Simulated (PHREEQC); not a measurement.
## Acid rinse or clean with mixed reagents (model solution)

Solution A (0.23 mol/kgw HNO3, 0.00035 mol/kgw CuSO4 and 3.5e-05 mol/kgw CuCl2) is mixed with solution B (0.0013 mol/kgw Mg(NO3)2 and 0.03 mol/kgw MgSO4) at 37 °C; shares are by mass of water, 1 kg in all. O2 is buffered at 0.21 atm. The system is closed to CO2. Nothing may precipitate in this run.

The series has 21 steps of share of solution B, from 0 to 1.

Equilibrium calculation in PHREEQC: ion-association model, phreeqc.dat.

Problem. Between which two steps does the pH jump most, and from what to what?

Solution. Between share of solution B = 0.95 and 1: from 2.24 to 6.63.

Away from 25 °C the constants follow the database's enthalpies or fits; those with neither stay at their 25 °C values.
